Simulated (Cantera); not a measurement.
# Silicon nitride deposition: SiH2Cl2 + N2

Feed: 1 mol SiH2Cl2, 8 mol N2, equilibrated at 1127 °C.

Method: chemical equilibrium by Gibbs-energy minimisation in Cantera with the NASA 1993 tables (ideal gas, pure condensed phases). Candidate condensed phases: NH4Cl, Si, Si3N4; 28 gas species. N2 is the only nitrogen source here; it is nearly inert below about 1500 K, so the nitride shown seldom forms there in practice. The tables' values for SiCl3, SiCl are old estimates; treat these amounts as uncertain. Equilibrium is a limit: real reactors are often held back by kinetics, nucleation or transport.

| P (Pa) | x N2 | x HCl | x H2 | x SiCl2 | x SiCl4 | n Si3N4(s) |
|---|---|---|---|---|---|---|
| 5 | 0.795 | 0.0727 | 0.0660 | 0.0650 | 2.73e-5 | 0.120 |
| 21 | 0.794 | 0.0963 | 0.0552 | 0.0524 | 0.000194 | 0.159 |
| 85 | 0.794 | 0.119 | 0.0451 | 0.0383 | 0.00106 | 0.198 |
| 350 | 0.795 | 0.135 | 0.0380 | 0.0229 | 0.00403 | 0.233 |
| 1400 | 0.798 | 0.142 | 0.0356 | 0.0107 | 0.00886 | 0.257 |
| 5900 | 0.801 | 0.141 | 0.0365 | 0.00397 | 0.0135 | 0.267 |
| 24000 | 0.803 | 0.137 | 0.0388 | 0.00137 | 0.0168 | 0.269 |
| 100000 | 0.805 | 0.131 | 0.0419 | 0.000450 | 0.0194 | 0.266 |
x: gas mole fraction; n: condensed amount in mol.

From 0.0375 Torr to 750 Torr the condensed part is Si3N4(s). The main Si-bearing gas is SiCl2 at 0.0375 Torr and SiCl4 at 750 Torr. The share of Si in condensed phases is highest at 180 Torr (80.6 %) and lowest at 0.0375 Torr (35.9 %).
